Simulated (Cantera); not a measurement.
An isothermal, constant-pressure homogeneous reactor starts with H2 : O2 = 0.045 : 1 (molar parts), at 1050 K and 2400 Pa.

Cantera simulation using the H2/O2 subset of GRI-Mech 3.0, which has no nitrogen chemistry; the numbers are that mechanism's predictions, not measurements. Radical loss at walls, strong at low pressure, is not modelled. The temperature is held fixed by assumption; the heat of reaction is taken as removed at once.

One state of this run: x H2 = 2.50e-7; x O2 = 0.956; x HO2 = 9.46e-8; x H2O2 = 1.99e-8; x H2O = 0.0440; x OH = 3.18e-5; x O = 8.23e-6. x: mole fraction; the columns are a selection and need not sum to one.

Which value of t (s) does it belong to?
(A) 0.632
(B) 0.000200
(C) 0.200
(D) 2.00e-5

A, 0.632
